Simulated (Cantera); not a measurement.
# V2O3 + H2 (hydrogen reduction and annealing atmospheres)

Input: 1 mol V2O3, 32 mol H2, equilibrated at 1725 °C.

Equilibrium computed with Cantera from the NASA thermochemical tables; the gas is ideal and each condensed phase is pure. Candidate condensed phases: H2O, V, VO, V2O3, V2O4, V2O5; 12 gas species. Mutual solubility and eutectic melting of coexisting phases are not modelled. VO: taken at fixed stoichiometry. Condensed phases not in the tables: the oxides between V2O3 and V2O5 other than VO2. Kinetics and transport are ignored.

```
P (Pa)    x H2       x H    x H2O     x VO2      x VO  n VO(s)  n V2O3(s)
-------  -----  --------  -------  --------  --------  -------  ---------
10       0.807     0.144  0.00447    0.0244    0.0189    0.384          0
68       0.909    0.0587   0.0174    0.0124   0.00278     1.49          0
460      0.946    0.0230   0.0275   0.00278  0.000410     1.87     0.0137
3200     0.963   0.00881   0.0280  0.000400   5.90e-5     1.81     0.0859
22000    0.968   0.00337   0.0282   5.82e-5   8.58e-6     1.81     0.0949
150000   0.970   0.00129   0.0282   8.54e-6   1.26e-6     1.81     0.0957
1000000  0.971  0.000500   0.0283   1.28e-6   1.89e-7     1.81     0.0956
```
x: gas mole fraction; n: condensed amount in mol.

From 10.0 Pa to 68.0 Pa the condensed part is VO(s). From 4.60 mbar to 10.0 bar the condensed part is VO(s) + V2O3(s). The main V-bearing gas is VO2 throughout.
